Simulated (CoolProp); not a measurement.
A single-stage vapour-compression cycle with the fluid: evaporating at 307.15 K (dew point), condensing at 377.15 K (bubble point), superheat 2 K, subcooling 8 K, compressor efficiency 0.8, no pressure losses. The same conditions are run with several fluids, on thermodynamics alone (safety and materials aside).

The numbers come from the reference Helmholtz-energy equation of state of each fluid (R11: Jacobsen 1992; R152A: Outcalt 1996; n-butane: Bücker 2006; neopentane: Lemmon 2006; benzene: Thol 2012; R1336mzz(Z): McLinden 2020) in CoolProp.

```tsv
fluid	cooling COP	pressure ratio	discharge temperature (K)	refrigerating effect (kJ/kg)	volumetric capacity (kJ/m³)
R11	2.80	6.23	392.6	(withheld)	974
R152A	2.17	4.90	401.4	141	(withheld)
n-butane	2.33	5.17	377.2	187	1480
neopentane	2.16	5.34	377.2	139	(withheld)
benzene	(withheld)	10.6	(withheld)	(withheld)	183
R1336mzz(Z)	2.35	7.50	377.2	84.8	590
```

Q: What belongs in the gaps?

A: 
- R11, refrigerating effect (kJ/kg): 121
- R152A, volumetric capacity (kJ/m³): 3340
- neopentane, volumetric capacity (kJ/m³): 958
- benzene, cooling COP: 2.97
- benzene, discharge temperature (K): 396.8
- benzene, refrigerating effect (kJ/kg): 314

The compression ends wet for: n-butane; neopentane; R1336mzz(Z).
